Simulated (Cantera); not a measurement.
Charge: 1 mol C3H6, 9.7 mol H2, equilibrated at 525 °C and 7500 Torr.

Cantera equilibrium calculation (NASA polynomials, part measured and part estimated; ideal gas, pure solids and liquids). Candidate condensed phases: C, C6H6, C7H8, C8H18; 76 gas species. Kinetics and transport are ignored.

Base state: H2 0.691, CH4 0.309 (mole fractions); condensed: gas only.

### Question
What changes in the equilibrium state with this change: C3H6 replaced by toluene?

### Answer
| species | before | after |
|---|---|---|
| CH4 | 0.309 | 0.765 |
| H2 | 0.691 | 0.235 |
| C2H6 | 2.70e-6 | 4.86e-5 |
| C(graphite), mol | 0 | 1.06 |
